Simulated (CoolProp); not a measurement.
Propylene at 293.15 K and 1.55 MPa is throttled through a valve to 0.902 MPa with no heat exchange. Each further row changes one setting.

Computed with CoolProp (reference Helmholtz-energy equation of state, Lemmon 2013).

```json
[
 {"case": "as stated", "temperature change (K)": "___", "final phase": "two-phase, vapour fraction 0.034", "final density (kg/m³)": "___"},
 {"case": "outlet pressure 0.271 MPa", "temperature change (K)": "___", "final phase": "two-phase, vapour fraction 0.258", "final density (kg/m³)": "22.2"},
 {"case": "outlet pressure 1.17 MPa", "temperature change (K)": "+0.0", "final phase": "liquid", "final density (kg/m³)": "___"}
]
```

Task: Complete the blanks.

Result: 
- as stated, temperature change (K): -4.6
- as stated, final density (kg/m³): 275
- outlet pressure 0.271 MPa, temperature change (K): -43.4
- outlet pressure 1.17 MPa, final density (kg/m³): 515
